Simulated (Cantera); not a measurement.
What does this Cantera script print?

```python
import numpy as np
import cantera as ct

gas_names = [...]  # 95 gases of nasa_gas.yaml made of C, F, H
cond_names = """
    C(gr) C6H6(L) C7H8(L) C8H18(L),n-octa
""".split()


# ... load() reads the species with a 1 bar reference pressure and builds the phases ...
atoms = {
    'CH2F2': {'C': 1, 'H': 2, 'F': 2},
}
top_T = {'C(gr)': 4500}  # K; cautious upper limits of use, not melting points


# ... equilibrate(T, P, feed) seeds the gas with the atoms and calls Mixture.equilibrate('TP', solver="vcs", rtol=1e-11, max_steps=5000) ...
results = []
feed = {'CH2F2': 1}  # mol
T = 1923.15  # K
P = 1333.22  # Pa
mix = equilibrate(T, P, feed)
results.append((T, P, feed, dict(zip(mix.species_names, mix.species_moles))))
x = sorted(zip(gas.X, gas.species_names), reverse=True)
print(f"T = {T:g} K  P = {P:g} Pa  gas = {mix.phase_moles(0):.4g} mol")
print("   x: " + "  ".join(f"{s} {v:.3e}" for v, s in x if v > 0.001))
print("   condensed (mol): " + ("  ".join(f"{mix.phase(i).name} {mix.phase_moles(i):.4g}"
      for i in range(1, mix.n_phases) if mix.phase_moles(i) > 1e-12) or "none"))
```

Result:

```
T = 1923.15 K  P = 1333.22 Pa  gas = 2 mol
   x: HF 9.996e-01
   condensed (mol): C(gr) 1
```

These are equilibrium values from Cantera (NASA tables, ideal gas, pure condensed phases), not measurements of a reactor.
